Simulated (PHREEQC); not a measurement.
Consider water at 25 °C with 0.075 mol Al2(SO4)3, 0.034 mol ZnCl2 and 0.00088 mol AgF per kg of water. Closed to the air; pH follows from the charge balance.

Equilibrium calculation in PHREEQC: ion-association model, wateq4f.dat.

This is a speciation only: nothing precipitates in the calculation.

### Question
Order these Zn species by the share of Zn that they hold, largest first: ZnSO4, Zn+2, Zn(SO4)2-2, ZnCl+.

### Answer
Zn+2 (52 %), ZnSO4 (34 %), Zn(SO4)2-2 (11 %), ZnCl+ (2.6 %)

### Question
Order these Ag species by the share of Ag that they hold, largest first: AgCl, AgCl2-, AgCl3-2, Ag+, AgCl4-3.

### Answer
AgCl2- (76 %), AgCl (12 %), AgCl3-2 (8.9 %), AgCl4-3 (3.1 %), Ag+ (0.21 %)

The pH is 3.78 and the ionic strength 0.315 mol/kgw. Saturation is exceeded, for instance for Cerargyrite, Basaluminite; the values hold only as long as no solid forms. Fluoro complexes past AlF4- and FeF3 are missing from the database.
